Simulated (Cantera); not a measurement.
What does this Cantera script print?

```python
import numpy as np
import cantera as ct

gas_names = """
    CL CLO CL2 H HCL HNO HNO2 HNO3 HOCL HO2 H2 H2O H2O2 N NH NH2 NH3 NH2OH NO NO2 NO3 N2 N2H2 N2H4 N2O O
    OH O2 O3 Si SiCL SiCL2 SiCL3 SiCL4 SiH SiHCL3 SiH2 SiH2CL2 SiH3 SiH3CL SiH4 SiN SiO SiO2 Si2 Si2N
    Si3
""".split()
cond_names = """
    H2O(s) H2O(L) NH4CL(a) NH4CL(b) Si(cr) Si(L) SiO2(Lqz) SiO2(hqz) SiO2(L) Si2N2O(s) Si3N4(a)
""".split()


def load(file, names, dense=False):
    # The tables refer to 1 bar. Condensed volumes are neglected.
    table = {s.name: s for s in ct.Species.list_from_file(file)}
    out = []
    for n in names:
        d = dict(table[n].input_data)
        d["thermo"] = dict(d["thermo"], **{"reference-pressure": 1e5})
        if dense:
            d["equation-of-state"] = {"model": "constant-volume", "density": "1e6 g/cm^3"}
        out.append(ct.Species.from_dict(d))
    return out


gas = ct.Solution(thermo="ideal-gas", species=load("nasa_gas.yaml", gas_names))
cond = {s.name: ct.Solution(thermo="fixed-stoichiometry", species=[s], name=s.name)
        for s in load("nasa_condensed.yaml", cond_names, dense=True)}
atoms = {
    'SiH2Cl2': {'Si': 1, 'H': 2, 'CL': 2},
    'H2O': {'H': 2, 'O': 1},
    'N2': {'N': 2},
}
top_T = {'Si2N2O(s)': 2100, 'Si3N4(a)': 2400}  # K; cautious upper limits of use, not melting points


def equilibrate(T, P, feed):
    n = {}
    for name, mol in feed.items():
        for a, k in atoms[name].items():
            n[a] = n.get(a, 0.0) + k * mol
    gas.TPX = T, P, n
    mass = sum(n.values()) * gas.mean_molecular_weight
    gas.equilibrate("TP")
    valid = [c for c in cond.values() if c.min_temp <= T <= top_T.get(c.name, c.max_temp)]
    mix = ct.Mixture([(gas, mass / gas.mean_molecular_weight)] + [(c, 0.0) for c in valid])
    mix.T, mix.P = T, P
    mix.equilibrate("TP", solver="vcs", rtol=1e-11, max_steps=5000)
    return mix


results = []
feed = {'SiH2Cl2': 1, 'H2O': 0.14, 'N2': 190}  # mol
for P in [5, 13, 36, 98, 260, 710, 1900, 5100, 14000, 37000, 100000]:
    for T in [1375, 1425, 1475, 1525, 1575, 1625, 1675, 1725, 1775, 1825, 1875]:
        mix = equilibrate(T, P, feed)
        results.append((T, P, feed, dict(zip(mix.species_names, mix.species_moles))))

for T, P, feed, n in results:
    print(f"{T:7g} {P:10.4g}  " + (" + ".join(c for c in cond_names if n.get(c, 0) > 1e-12) or "gas only"))
```

Result:

```
   1375          5  Si2N2O(s) + Si3N4(a)
   1425          5  Si3N4(a)
   1475          5  Si3N4(a)
   1525          5  Si(cr)
   1575          5  gas only
   1625          5  gas only
   1675          5  gas only
   1725          5  gas only
   1775          5  gas only
   1825          5  gas only
   1875          5  gas only
   1375         13  Si2N2O(s) + Si3N4(a)
   1425         13  Si2N2O(s) + Si3N4(a)
   1475         13  Si3N4(a)
   1525         13  Si3N4(a)
   1575         13  gas only
   1625         13  gas only
   1675         13  gas only
   1725         13  gas only
   1775         13  gas only
   1825         13  gas only
   1875         13  gas only
   1375         36  Si2N2O(s) + Si3N4(a)
   1425         36  Si2N2O(s) + Si3N4(a)
   1475         36  Si2N2O(s) + Si3N4(a)
   1525         36  Si3N4(a)
   1575         36  Si3N4(a)
   1625         36  gas only
   1675         36  gas only
   1725         36  gas only
   1775         36  gas only
   1825         36  gas only
   1875         36  gas only
   1375         98  Si2N2O(s) + Si3N4(a)
   1425         98  Si2N2O(s) + Si3N4(a)
   1475         98  Si2N2O(s) + Si3N4(a)
   1525         98  Si2N2O(s) + Si3N4(a)
   1575         98  Si3N4(a)
   1625         98  Si3N4(a)
   1675         98  gas only
   1725         98  gas only
   1775         98  gas only
   1825         98  gas only
   1875         98  gas only
   1375        260  Si2N2O(s) + Si3N4(a)
   1425        260  Si2N2O(s) + Si3N4(a)
   1475        260  Si2N2O(s) + Si3N4(a)
   1525        260  Si2N2O(s) + Si3N4(a)
   1575        260  Si3N4(a)
   1625        260  Si3N4(a)
   1675        260  Si3N4(a)
   1725        260  Si3N4(a)
   1775        260  gas only
   1825        260  gas only
   1875        260  gas only
   1375        710  Si2N2O(s) + Si3N4(a)
   1425        710  Si2N2O(s) + Si3N4(a)
   1475        710  Si2N2O(s) + Si3N4(a)
   1525        710  Si2N2O(s) + Si3N4(a)
   1575        710  Si2N2O(s) + Si3N4(a)
   1625        710  Si3N4(a)
   1675        710  Si3N4(a)
   1725        710  Si3N4(a)
   1775        710  Si3N4(a)
   1825        710  gas only
   1875        710  gas only
   1375       1900  Si2N2O(s) + Si3N4(a)
   1425       1900  Si2N2O(s) + Si3N4(a)
   1475       1900  Si2N2O(s) + Si3N4(a)
   1525       1900  Si2N2O(s) + Si3N4(a)
   1575       1900  Si2N2O(s) + Si3N4(a)
   1625       1900  Si2N2O(s) + Si3N4(a)
   1675       1900  Si3N4(a)
   1725       1900  Si3N4(a)
   1775       1900  Si3N4(a)
   1825       1900  Si3N4(a)
   1875       1900  gas only
   1375       5100  Si2N2O(s) + Si3N4(a)
   1425       5100  Si2N2O(s) + Si3N4(a)
   1475       5100  Si2N2O(s) + Si3N4(a)
   1525       5100  Si2N2O(s) + Si3N4(a)
   1575       5100  Si2N2O(s) + Si3N4(a)
   1625       5100  Si2N2O(s) + Si3N4(a)
   1675       5100  Si2N2O(s) + Si3N4(a)
   1725       5100  Si2N2O(s) + Si3N4(a)
   1775       5100  Si3N4(a)
   1825       5100  Si3N4(a)
   1875       5100  Si3N4(a)
   1375    1.4e+04  Si2N2O(s) + Si3N4(a)
   1425    1.4e+04  Si2N2O(s) + Si3N4(a)
   1475    1.4e+04  Si2N2O(s) + Si3N4(a)
   1525    1.4e+04  Si2N2O(s) + Si3N4(a)
   1575    1.4e+04  Si2N2O(s) + Si3N4(a)
   1625    1.4e+04  Si2N2O(s) + Si3N4(a)
   1675    1.4e+04  Si2N2O(s) + Si3N4(a)
   1725    1.4e+04  Si2N2O(s) + Si3N4(a)
   1775    1.4e+04  Si2N2O(s) + Si3N4(a)
   1825    1.4e+04  Si3N4(a)
   1875    1.4e+04  Si3N4(a)
   1375    3.7e+04  Si2N2O(s) + Si3N4(a)
   1425    3.7e+04  Si2N2O(s) + Si3N4(a)
   1475    3.7e+04  Si2N2O(s) + Si3N4(a)
   1525    3.7e+04  Si2N2O(s) + Si3N4(a)
   1575    3.7e+04  Si2N2O(s) + Si3N4(a)
   1625    3.7e+04  Si2N2O(s) + Si3N4(a)
   1675    3.7e+04  Si2N2O(s) + Si3N4(a)
   1725    3.7e+04  Si2N2O(s) + Si3N4(a)
   1775    3.7e+04  Si2N2O(s) + Si3N4(a)
   1825    3.7e+04  Si2N2O(s) + Si3N4(a)
   1875    3.7e+04  Si3N4(a)
   1375      1e+05  Si2N2O(s) + Si3N4(a)
   1425      1e+05  Si2N2O(s) + Si3N4(a)
   1475      1e+05  Si2N2O(s) + Si3N4(a)
   1525      1e+05  Si2N2O(s) + Si3N4(a)
   1575      1e+05  Si2N2O(s) + Si3N4(a)
   1625      1e+05  Si2N2O(s) + Si3N4(a)
   1675      1e+05  Si2N2O(s) + Si3N4(a)
   1725      1e+05  Si2N2O(s) + Si3N4(a)
   1775      1e+05  Si2N2O(s) + Si3N4(a)
   1825      1e+05  Si2N2O(s) + Si3N4(a)
   1875      1e+05  Si2N2O(s) + Si3N4(a)
```

Cantera equilibrium calculation (NASA polynomials, part measured and part estimated; ideal gas, pure solids and liquids). N2 is the only nitrogen source here; it is nearly inert below about 1500 K, so the nitride shown seldom forms there in practice. Mutual solubility and eutectic melting of coexisting phases are not modelled. The tables' values for SiCl3 are old estimates.
